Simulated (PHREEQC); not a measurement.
# Leach liquor: speciation

Consider water at 25 °C and 50 atm with 6.1 mmol/kgw HCl, 130 mmol/kgw MnSO4 and 0.65 mmol/kgw MgSO4. Closed to the air; pH follows from the charge balance.

All values are PHREEQC results (ion-association model, phreeqc.dat), not measurements.

Each row changes one thing in this solution. Precipitation was switched off in this run.

```
case                                          pH  ionic strength (mol/kgw)  Mn+2 (mol/kgw)  SO4-2 (mol/kgw)  MnSO4 (mol/kgw)  Cl- (mol/kgw)
------------------------------------------  ----  ------------------------  --------------  ---------------  ---------------  -------------
as made                                     2.76                     0.285          0.0712           0.0680           0.0584        0.00563
temperature from 25 to 35 °C                2.80                     0.267          0.0668           0.0634           0.0627        0.00566
HCl replaced by FeCl2 at the same molality  6.24                     0.294          0.0710           0.0695           0.0581         0.0113
MgSO4 from 0.00065 to 6.5e-05 mol/kgw       2.75                     0.284          0.0712           0.0678           0.0583        0.00563
temperature from 25 to 10 °C                2.70                     0.317          0.0788           0.0761           0.0507        0.00558
MgSO4 from 0.00065 to 0.000975 mol/kgw      2.76                     0.286          0.0711           0.0682           0.0584        0.00563
diluted 2-fold with water                   2.95                     0.154          0.0384           0.0370           0.0265        0.00289
HCl from 0.0061 to 0.0122 mol/kgw           2.44                     0.289          0.0722           0.0659           0.0568         0.0112
```

Under pressure, the constants of complexes without a molar volume in the database are unreliable. Constants without temperature data keep their 25 °C values here.
